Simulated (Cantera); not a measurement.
A freely propagating, adiabatic, planar premixed flame of 9.00 % CH4, 0.900 % H2, 15.4 % O2, 74.7 % N2, equivalence ratio 1.2, unburnt at 500 K and 0.444 atm; mixture-averaged transport, grid criteria slope 0.08 and curve 0.16, no radiation.

Model: GRI-Mech 3.0 (53 species, 325 reactions), integrated in Cantera. Burning velocities carry a grid error of a few per cent, more on coarse grids.

x: mole fraction of selected species; z is measured from the peak of heat release.

```
z (mm)       T (K)  u (m/s)     x CH4        x H2        x O2       x HCN        x OH       x HO2
------  ----------  -------  --------  ----------  ----------  ----------  ----------  ----------
-2.73          500    0.716    0.0899      0.0101       0.154       <1e-8       <1e-8     5.23e-8
-1.82          502    0.721    0.0895      0.0123       0.153       <1e-8       <1e-8     9.99e-7
-1.36          513    0.739    0.0886      0.0150       0.152     1.22e-8     2.27e-8     6.09e-6
-0.910  (withheld)    0.857    0.0834  (withheld)       0.147  (withheld)  (withheld)  (withheld)
-0.455         990     1.46    0.0577      0.0289       0.115     1.74e-6     2.66e-5     6.55e-5
-0.228        1357     2.01    0.0316      0.0330      0.0791     4.24e-6    0.000220     8.91e-5
0             1683     2.52   0.00817      0.0334      0.0391     8.34e-6     0.00126     4.91e-5
0.228         1823     2.73  0.000785      0.0289      0.0157     9.03e-6     0.00323     6.53e-6
0.455         1857     2.77   4.07e-5      0.0259     0.00740     5.45e-6     0.00434     1.48e-6
0.910         1880     2.80   1.11e-7      0.0255     0.00390     1.53e-6     0.00460     7.85e-7
1.82          1906     2.83     <1e-8      0.0259     0.00289     1.62e-7     0.00432     5.91e-7
3.64          1938     2.87     <1e-8      0.0255  (withheld)       <1e-8  (withheld)  (withheld)
7.28          1974     2.92     <1e-8      0.0249     0.00129       <1e-8     0.00307     2.69e-7
```

Problem. What belongs in the gaps?

Solution. 
- -0.910, T (K): 591
- -0.910, x H2: 0.0204
- -0.910, x HCN: 1.61e-7
- -0.910, x OH: 1.18e-6
- -0.910, x HO2: 4.04e-5
- 3.64, x O2: 0.00211
- 3.64, x OH: 0.00382
- 3.64, x HO2: 4.33e-7
